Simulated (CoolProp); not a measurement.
Isopentane along the isotherm 500 K: Z from the reference equation and from simpler models built on Tc = 460.3 K, pc = 3378 kPa, ω = 0.227; each cubic takes its own stable root.

Model: reference Helmholtz-energy equation of state, Lemmon 2006, in CoolProp. It is a short technical equation, of lower accuracy than the large ones.

```csv
p (kPa),phase,reference,van der Waals,Redlich-Kwong,Soave-Redlich-Kwong,Peng-Robinson
2110,gas,0.8181,0.8246,0.8137,0.8229,0.8031
4220,supercritical,0.5753,0.5282,0.5558,0.5936,0.5629
6330,supercritical,0.3747,0.4390,0.4093,0.4418,0.4097
8450,supercritical,0.4115,0.5200,0.4537,0.4738,0.4336
10600,supercritical,0.4749,0.6104,0.5168,0.5332,0.4853
12700,supercritical,0.5405,0.6995,0.5816,0.5962,0.5410
14800,supercritical,0.6067,0.7881,0.6467,0.6602,0.5981
16900,supercritical,0.6726,0.8758,0.7113,0.7242,0.6553
19000,supercritical,0.7379,0.9627,0.7754,0.7878,0.7123
21100,supercritical,0.8026,1.049,0.8388,0.8508,0.7688
23200,supercritical,0.8667,1.134,0.9015,0.9131,0.8248
25300,supercritical,0.9302,1.219,0.9635,0.9749,0.8804
27400,supercritical,0.9930,1.302,1.025,1.036,0.9355
29600,supercritical,1.058,1.390,1.089,1.100,0.9928
31700,supercritical,1.120,1.472,1.149,1.160,1.047
33800,supercritical,1.181,1.555,1.209,1.220,1.101
```
